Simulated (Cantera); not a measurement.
An isothermal, constant-pressure homogeneous reactor starts with 1.72 % C₂H₆, 98.3 % N₂, at 1575 K and 21000 Pa.

Detailed kinetics in Cantera: GRI-Mech 3.0 (53 species, 325 reactions). GRI-Mech 3.0 stops at C3 and has no aromatics, soot or wall deposition, so with more carbon than oxygen in the feed, carbon stays in small species such as C2H2 where larger ones or solid carbon would form.

x: mole fraction; the columns are a selection and need not sum to one.

| t (s) | x C₂H₆ | x CH₃ | x HCN | x H | x C₂H₂ | x CH₄ | x C₂H |
|---|---|---|---|---|---|---|---|
| 0.000200 | 0.0107 | 0.00250 | 6.47e-7 | 0.000139 | 0.000224 | (withheld) | 1.98e-8 |
| 0.000460 | 0.00427 | 0.00179 | 1.60e-6 | 0.000172 | 0.00187 | (withheld) | 8.47e-8 |
| 0.00106 | 0.000558 | 0.000682 | 2.48e-6 | 0.000147 | 0.00637 | 0.00388 | 1.49e-7 |
| 0.00243 | 4.98e-5 | 0.000231 | 2.76e-6 | 6.81e-5 | 0.0104 | 0.00403 | 9.01e-8 |
| 0.00558 | 9.46e-6 | 0.000100 | 2.81e-6 | 3.22e-5 | 0.0126 | 0.00400 | 4.69e-8 |
| 0.0128 | 2.93e-6 | 5.41e-5 | 2.82e-6 | 1.82e-5 | 0.0138 | 0.00396 | 2.77e-8 |
| 0.0295 | 1.49e-6 | 3.81e-5 | 2.82e-6 | 1.33e-5 | 0.0145 | 0.00391 | 2.06e-8 |
| 0.0678 | 1.24e-6 | 3.49e-5 | 2.83e-6 | 1.26e-5 | 0.0148 | 0.00381 | 1.97e-8 |
| 0.156 | 1.12e-6 | 3.31e-5 | 2.84e-6 | 1.28e-5 | 0.0149 | 0.00360 | 1.99e-8 |
| 0.358 | 8.86e-7 | 2.96e-5 | 2.88e-6 | 1.31e-5 | 0.0151 | (withheld) | 2.03e-8 |
| 0.823 | 5.62e-7 | 2.37e-5 | 2.95e-6 | 1.38e-5 | 0.0154 | (withheld) | 2.10e-8 |
| 1.89 | 2.54e-7 | 1.60e-5 | 3.07e-6 | 1.47e-5 | 0.0158 | (withheld) | 2.20e-8 |
| 4.35 | 7.93e-8 | 9.02e-6 | 3.24e-6 | 1.56e-5 | 0.0162 | (withheld) | 2.31e-8 |
| 10.0 | 1.89e-8 | 4.41e-6 | 3.45e-6 | 1.62e-5 | 0.0164 | (withheld) | 2.38e-8 |

Problem. Some entries are withheld; supply them.

Solution. 
- 0.000200, x CH₄: 0.000891
- 0.000460, x CH₄: 0.00252
- 0.358, x CH₄: 0.00319
- 0.823, x CH₄: 0.00252
- 1.89, x CH₄: 0.00167
- 4.35, x CH₄: 0.000915
- 10.0, x CH₄: 0.000439
